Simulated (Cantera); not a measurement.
A freely propagating, adiabatic, planar premixed flame of 49.0 % H2, 9.41 % O2, 41.5 % N2, 0.113 % H2O, unburnt at 448 K and 140000 Pa; mixture-averaged transport, grid criteria slope 0.08 and curve 0.16, no radiation.

Model: the H2/O2 subset of GRI-Mech 3.0, which has no nitrogen chemistry, integrated in Cantera. Burning velocities carry a grid error of a few per cent, more on coarse grids.

x: mole fraction of selected species; z is measured from the peak of heat release.

```json
[
 {"z (mm)": "-0.834", "T (K)": "448", "u (m/s)": "4.35", "x H2": "0.490", "x O2": "0.0941", "x O": "<1e-8", "x OH": "<1e-8", "x HO2": "<1e-8", "x H2O": "0.00113"},
 {"z (mm)": "-0.556", "T (K)": "448", "u (m/s)": "4.35", "x H2": "0.490", "x O2": "0.0941", "x O": "<1e-8", "x OH": "<1e-8", "x HO2": "<1e-8", "x H2O": "0.00113"},
 {"z (mm)": "-0.417", "T (K)": "448", "u (m/s)": "4.35", "x H2": "0.490", "x O2": "0.0941", "x O": "<1e-8", "x OH": "<1e-8", "x HO2": "<1e-8", "x H2O": "0.00113"},
 {"z (mm)": "-0.278", "T (K)": "448", "u (m/s)": "4.36", "x H2": "0.490", "x O2": "0.0941", "x O": "1.11e-8", "x OH": "<1e-8", "x HO2": "4.58e-7", "x H2O": "0.00113"},
 {"z (mm)": "-0.139", "T (K)": "491", "u (m/s)": "4.72", "x H2": "0.483", "x O2": "0.0945", "x O": "7.32e-6", "x OH": "4.71e-5", "x HO2": "0.000292", "x H2O": "0.00260"},
 {"z (mm)": "-0.0695", "T (K)": "745", "u (m/s)": "6.97", "x H2": "0.453", "x O2": "0.0874", "x O": "0.000142", "x OH": "0.000479", "x HO2": "0.000238", "x H2O": "0.0241"},
 {"z (mm)": "0", "T (K)": "(withheld)", "u (m/s)": "10.0", "x H2": "(withheld)", "x O2": "(withheld)", "x O": "(withheld)", "x OH": "(withheld)", "x HO2": "(withheld)", "x H2O": "(withheld)"},
 {"z (mm)": "0.0695", "T (K)": "1348", "u (m/s)": "12.2", "x H2": "0.334", "x O2": "0.0275", "x O": "0.00134", "x OH": "0.00129", "x HO2": "3.69e-5", "x H2O": "0.149"},
 {"z (mm)": "0.139", "T (K)": "1471", "u (m/s)": "13.3", "x H2": "0.307", "x O2": "(withheld)", "x O": "(withheld)", "x OH": "0.00127", "x HO2": "(withheld)", "x H2O": "0.187"},
 {"z (mm)": "0.278", "T (K)": "1571", "u (m/s)": "14.2", "x H2": "0.301", "x O2": "0.000621", "x O": "0.000196", "x OH": "0.00119", "x HO2": "7.51e-7", "x H2O": "0.202"},
 {"z (mm)": "0.556", "T (K)": "1658", "u (m/s)": "14.9", "x H2": "0.308", "x O2": "4.42e-5", "x O": "0.000114", "x OH": "0.00114", "x HO2": "6.09e-8", "x H2O": "0.204"},
 {"z (mm)": "1.11", "T (K)": "1736", "u (m/s)": "15.5", "x H2": "0.315", "x O2": "1.90e-5", "x O": "6.43e-5", "x OH": "0.000971", "x HO2": "2.97e-8", "x H2O": "0.205"},
 {"z (mm)": "2.22", "T (K)": "1799", "u (m/s)": "16.0", "x H2": "0.321", "x O2": "8.70e-6", "x O": "2.98e-5", "x OH": "0.000723", "x HO2": "1.51e-8", "x H2O": "0.207"}
]
```

**Question.** Complete the blanks.

**Answer.** 
- 0, T (K): 1096
- 0, x H2: 0.394
- 0, x O2: 0.0636
- 0, x O: 0.000911
- 0, x OH: 0.000753
- 0, x HO2: 9.70e-5
- 0, x H2O: 0.0787
- 0.139, x O2: 0.00781
- 0.139, x O: 0.000673
- 0.139, x HO2: 1.01e-5
